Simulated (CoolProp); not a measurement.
Vapour-liquid equilibrium of n-octane (1) + o-xylene (2) at 457.2 K; x and y are mole fractions of (1).

Model: multi-fluid Helmholtz-energy mixture model, Beckmüller 2019 and Zhou 2012; pair parameters Bell 2016, in CoolProp.

Task: Give the bubble pressure and the first vapour's composition at x = 0.5, 0.65, 0.8. Is there an azeotrope?

Result: x = 0.5: 0.3374 MPa, y = 0.594; x = 0.65: 0.3580 MPa, y = 0.726; x = 0.8: 0.3780 MPa, y = 0.848. No azeotrope shows between x = 0.05 and 0.95.

Pair parameters are fitted to limited data, so mixtures are less certain than the pure fluids.
